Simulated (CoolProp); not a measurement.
Vapour-liquid equilibrium of R22 (1) + acetone (2) at 0.0827 MPa; x and y are mole fractions of (1).

Computed with CoolProp (multi-fluid Helmholtz-energy mixture model, Kamei 1995 and Lemmon 2006; pair parameters Bell 2016).

Q: Give the bubble temperature and the first vapour's composition at x = 0.125, 0.5, 0.65. Is there an azeotrope?

A: x = 0.125: 286.4 K, y = 0.797; x = 0.5: 255.3 K, y = 0.978; x = 0.65: 244.7 K, y = 0.994. No azeotrope shows between x = 0.05 and 0.95.

The pair parameters rest on a limited set of measurements; away from them the model extrapolates. With so large a gap from Raoult's law the liquid may split in two, which this calculation doesn't test in full.
